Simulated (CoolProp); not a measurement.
A single-stage vapour-compression cycle with the fluid: evaporating at 242.15 K (dew point), condensing at 308.15 K (bubble point), superheat 10 K, subcooling 2 K, compressor efficiency 0.7, no pressure losses. The same conditions are run with several fluids, on thermodynamics alone (safety and materials aside).

Model: reference Helmholtz-energy equation of state of each fluid (hydrogen chloride: Thol 2018; chloromethane (R40): Thol 2014; hydrogen sulfide: Lemmon 2006; R404A: Lemmon 2003; R1233zd(E): Akasaka 2022; R134a: Tillner-Roth 1994), in CoolProp. Blends and air are pseudo-pure fits.

| fluid | cooling COP | pressure ratio | discharge temperature (K) | refrigerating effect (kJ/kg) | volumetric capacity (kJ/m³) |
|---|---|---|---|---|---|
| hydrogen chloride | 1.56 | 5.65 | 463.3 | 250 | … |
| chloromethane (R40) | 1.98 | 10.3 | 451.3 | 341 | … |
| hydrogen sulfide | 1.87 | … | 461.7 | 384 | … |
| R404A | 1.68 | 8.35 | 343.5 | 109 | … |
| R1233zd(E) | … | 18.2 | 350.6 | 150 | … |
| R134a | 1.89 | 11.0 | 351.7 | 141 | 571 |

Q: Complete the blanks.

A: 
- hydrogen chloride, volumetric capacity (kJ/m³): 5150
- chloromethane (R40), volumetric capacity (kJ/m³): 621
- hydrogen sulfide, pressure ratio: 6.97
- hydrogen sulfide, volumetric capacity (kJ/m³): 2410
- R404A, volumetric capacity (kJ/m³): 1040
- R1233zd(E), cooling COP: 2.03
- R1233zd(E), volumetric capacity (kJ/m³): 95.2
